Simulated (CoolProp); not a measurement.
Aqueous potassium formate as a coolant, at -7 °C, 1 atm.

Model: Melinder's fits for secondary coolants, in CoolProp.

| mass % | freezing point (°C) | viscosity (mPa s) | conductivity (W/(m K)) | cp (kJ/(kg K)) | density (kg/m³) |
|---|---|---|---|---|---|
| 16.2 | -8.8 | 2.64 | 0.530 | 3.566 | 1104 |
| 21.1 | -12.5 | 2.84 | 0.523 | 3.386 | 1137 |
| 25.9 | -16.8 | 3.07 | 0.515 | 3.223 | 1170 |
| 30.8 | -22.1 | 3.34 | 0.506 | 3.073 | 1205 |
| 35.6 | -28.3 | 3.62 | 0.496 | 2.940 | 1240 |
| 40.5 | -35.8 | 4.01 | 0.484 | 2.818 | 1277 |
| 45.3 | -44.5 | 4.71 | 0.471 | 2.706 | 1315 |
